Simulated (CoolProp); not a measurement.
c-C4F8 (RC318) along the isobar 15.4 MPa: Z from the reference equation and from simpler models built on Tc = 388.4 K, pc = 2.778 MPa, ω = 0.355; each cubic takes its own stable root.

The numbers come from the reference Helmholtz-energy equation of state, Platzer 1990 in CoolProp. This equation is an older, rougher fit; its heat capacities, sound speeds and derivatives of the liquid may be far off and weren't checked against measurements.

| T (K) | phase | reference | Redlich-Kwong | Peng-Robinson |
|---|---|---|---|---|
| 345.7 | liquid | 0.7491 | 0.7876 | 0.6893 |
| 365 | liquid | 0.7427 | 0.7765 | 0.6861 |
| 384.3 | liquid | 0.7414 | 0.7696 | 0.6890 |
| 403.6 | supercritical | 0.7451 | 0.7667 | 0.6980 |
| 422.8 | supercritical | 0.7541 | 0.7673 | 0.7128 |
| 442.1 | supercritical | 0.7683 | 0.7713 | 0.7333 |
| 461.4 | supercritical | 0.7875 | 0.7784 | 0.7584 |
| 480.7 | supercritical | 0.8109 | 0.7881 | 0.7869 |
| 500 | supercritical | 0.8373 | 0.7999 | 0.8170 |
